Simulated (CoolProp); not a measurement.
Vapour-liquid equilibrium of R22 (1) + cyclohexane (2) at 285.8 K; x and y are mole fractions of (1).

Values from CoolProp's multi-fluid Helmholtz-energy mixture model, Kamei 1995 and Zhou 2014; pair parameters Bell 2016.

Q: Give the bubble pressure and the first vapour's composition at x = 0.35, 0.425, 0.95. Is there an azeotrope?

A: x = 0.35: 424.5 kPa, y = 0.984; x = 0.425: 464.0 kPa, y = 0.986; x = 0.95: 698.3 kPa, y = 0.998. No azeotrope shows between x = 0.05 and 0.95.

The pair parameters rest on a limited set of measurements; away from them the model extrapolates. With so large a gap from Raoult's law the liquid may split in two, which this calculation doesn't test in full.
